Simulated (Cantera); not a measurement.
Input: 1 mol Na2CO3, 1.6 mol H2O, 0.086 mol H2, at 1.33 mbar.

These are equilibrium values from Cantera (NASA tables, ideal gas, pure condensed phases), not measurements of a reactor. Candidate condensed phases: C, C6H6, C7H8, C8H18, H2O, Na, NaOH, NaO2, Na2CO3, Na2O, Na2O2; 117 gas species. The numbers say what is thermodynamically allowed, not how fast it happens. All values below are at 1623 K.

Base state: H2O 0.289, Na 0.283, CO2 0.215, NaOH 0.148, O2 0.0614, OH 0.00138, CO 0.000639, NaO 0.000571 (mole fractions); condensed: gas only.

### Question
What changes in the equilibrium state with this change: pressure from 1.33 mbar to 8.90 mbar?

### Answer
```tsv
species	before	after
NaOH	0.148	0.302
H2O	0.289	0.251
CO2	0.215	0.238
Na	0.283	0.174
O2	0.0614	0.0332
Na2(OH)2	1.24e-6	3.45e-5
Na2O	3.44e-6	1.65e-5
H	3.15e-5	8.23e-6
```
